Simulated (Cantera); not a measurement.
Cantera run, input and output.

```python
import numpy as np
import cantera as ct

gas = ct.Solution("h2o2.yaml")
gas.TPX = 1400, 13332, {'H2': 1.2, 'O2': 1, 'N2': 0.63}
inlet = ct.Reservoir(gas, clone=True)

reactor = ct.IdealGasConstPressureReactor(gas, energy="off", clone=False)
exhaust = ct.Reservoir(gas, clone=True)
tau = [4.8, 2.3, 1.1, 0.54, 0.26, 0.12, 0.06, 0.029, 0.014, 0.0068, 0.0033][0]
for a, b in ((inlet, reactor), (reactor, exhaust)):
    ct.MassFlowController(a, b, mdot=lambda t: reactor.mass / tau)
net = ct.ReactorNet([reactor])
show = ['H2', 'O2', 'H2O2', 'O', 'HO2']

rows = []
print(f"{'tau/s':>10s}{'T/K':>9s}" + "".join(f"{s:>11s}" for s in show))
for tau in [4.8, 2.3, 1.1, 0.54, 0.26, 0.12, 0.06, 0.029, 0.014, 0.0068, 0.0033]:
    net.initial_time = 0.0
    net.advance(30 * tau)
    before = gas.X
    net.advance(40 * tau)
    drift = np.max(np.abs(gas.X - before) / (gas.X + 1e-9))
    rows.append([gas.T, *gas[show].X, drift])
    print(f"{tau:10.3e}{gas.T:9.1f}" + "".join(f"{x:11.3e}" for x in gas[show].X))
```

Result:

```
     tau/s      T/K         H2         O2       H2O2          O        HO2
 4.800e+00   1400.0  1.312e-04  1.791e-01  2.223e-07  6.348e-05  1.940e-06
 2.300e+00   1400.0  2.151e-04  1.791e-01  3.115e-07  1.050e-04  3.032e-06
 1.100e+00   1400.0  3.532e-04  1.790e-01  4.302e-07  1.739e-04  4.677e-06
 5.400e-01   1400.0  5.691e-04  1.789e-01  5.788e-07  2.830e-04  6.964e-06
 2.600e-01   1400.0  9.276e-04  1.788e-01  7.736e-07  4.663e-04  1.019e-05
 1.200e-01   1400.0  1.550e-03  1.787e-01  1.034e-06  7.892e-04  1.461e-05
 6.000e-02   1400.0  2.447e-03  1.786e-01  1.322e-06  1.262e-03  1.932e-05
 2.900e-02   1400.0  3.927e-03  1.785e-01  1.681e-06  2.055e-03  2.462e-05
 1.400e-02   1400.0  6.256e-03  1.785e-01  2.094e-06  3.333e-03  2.975e-05
 6.800e-03   1400.0  9.816e-03  1.786e-01  2.536e-06  5.344e-03  3.411e-05
 3.300e-03   1400.0  1.515e-02  1.790e-01  2.962e-06  8.483e-03  3.730e-05
```

Model: the H2/O2 subset of GRI-Mech 3.0, which has no nitrogen chemistry, integrated in Cantera. The temperature is held fixed by assumption; the heat of reaction is taken as removed at once.
